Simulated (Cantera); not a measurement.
Input (Python, Cantera):

```python
import numpy as np
import cantera as ct

gas = ct.Solution("gri30.yaml")
gas.TPX = 350, 250000, {'C3H8': 1, 'O2': 5.56, 'N2': 20.9}
inlet = ct.Reservoir(gas, clone=True)
gas.equilibrate("HP")  # start burning
reactor = ct.IdealGasConstPressureReactor(gas, energy="on", clone=False)
exhaust = ct.Reservoir(gas, clone=True)
tau = [0.15, 0.057, 0.022, 0.0085, 0.0033, 0.0013, 0.0005, 0.00019, 7.4e-05][0]
for a, b in ((inlet, reactor), (reactor, exhaust)):
    ct.MassFlowController(a, b, mdot=lambda t: reactor.mass / tau)
net = ct.ReactorNet([reactor])
show = ['C3H8', 'O2', 'N2O', 'HO2', 'OH', 'NO', 'C2H6']

rows = []
print(f"{'tau/s':>10s}{'T/K':>9s}" + "".join(f"{s:>11s}" for s in show))
for tau in [0.15, 0.057, 0.022, 0.0085, 0.0033, 0.0013, 0.0005, 0.00019, 7.4e-05]:
    net.initial_time = 0.0
    net.advance(30 * tau)
    before = gas.X
    net.advance(40 * tau)
    drift = np.max(np.abs(gas.X - before) / (gas.X + 1e-9))
    rows.append([gas.T, *gas[show].X, drift])
    print(f"{tau:10.3e}{gas.T:9.1f}" + "".join(f"{x:11.3e}" for x in gas[show].X))
```

Result:

```
     tau/s      T/K       C3H8         O2        N2O        HO2         OH         NO       C2H6
 1.500e-01   2221.1  7.132e-08  2.004e-02  3.703e-07  1.674e-06  2.956e-03  1.886e-03  3.406e-10
 5.700e-02   2217.6  1.813e-07  2.061e-02  3.912e-07  1.799e-06  3.140e-03  1.192e-03  8.557e-10
 2.200e-02   2208.1  4.417e-07  2.132e-02  4.234e-07  2.057e-06  3.483e-03  7.300e-04  2.037e-09
 8.500e-03   2188.6  1.027e-06  2.239e-02  4.636e-07  2.626e-06  4.056e-03  4.533e-04  4.588e-09
 3.300e-03   2156.6  2.261e-06  2.398e-02  4.853e-07  3.802e-06  4.835e-03  2.853e-04  9.890e-09
 1.300e-03   2111.7  4.740e-06  2.613e-02  4.721e-07  5.971e-06  5.685e-03  1.818e-04  2.119e-08
 5.000e-04   2052.0  1.008e-05  2.899e-02  4.338e-07  9.840e-06  6.452e-03  1.166e-04  4.967e-08
 1.900e-04   1976.8  2.278e-05  3.287e-02  3.864e-07  1.660e-05  6.852e-03  7.364e-05  1.355e-07
 7.400e-05   1881.5  5.916e-05  3.904e-02  3.336e-07  3.010e-05  6.410e-03  4.125e-05  4.586e-07
```

Computed with Cantera and GRI-Mech 3.0 (53 species, 325 reactions). GRI-Mech 3.0 was tuned for natural gas; its chemistry of propane as a main component is partial and can be far from experiment.
